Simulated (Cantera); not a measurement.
# N2O furnace oxynitridation

A perfectly stirred reactor is fed with N₂O : H₂ : N₂ = 1 : 0.017 : 2.6 (molar parts), at 0.0590 bar; it is held at 1273 K, and followed from long to short residence time.

Detailed kinetics in Cantera: GRI-Mech 3.0 (53 species, 325 reactions). GRI-Mech 3.0 was tuned for natural gas; its chemistry of N2O as a main component is partial and can be far from experiment. The mechanism lacks the step 2 NO + O2 → 2 NO2, which can matter for NO2 below about 1400 K. The temperature is held fixed by assumption; the heat of reaction is taken as removed at once.

```
τ (s)    x N₂O      x H₂      x NO      x O    x H₂O₂   x N₂    x HO₂
-------  -----  --------  --------  -------  --------  -----  -------
0.34     0.258  0.000331   0.00150  5.04e-6   2.53e-9  0.730  8.12e-7
0.13     0.267  0.000697  0.000593  4.92e-6   7.25e-9  0.726  1.66e-6
0.049    0.271   0.00138  0.000240  4.63e-6   1.49e-8  0.723  2.50e-6
0.018    0.274   0.00248  0.000106  4.16e-6   1.78e-8  0.721  2.69e-6
0.0070   0.275   0.00364   4.82e-5  3.63e-6   1.44e-8  0.720  2.31e-6
0.0026   0.276   0.00440   1.64e-5  3.18e-6   6.37e-9  0.719  1.43e-6
0.00099  0.276   0.00464   4.38e-6  2.82e-6  9.76e-10  0.719  4.51e-7
0.00037  0.276   0.00469   1.02e-6  2.25e-6  6.33e-11  0.719  6.73e-8
```
x: mole fraction; the columns are a selection and need not sum to one.
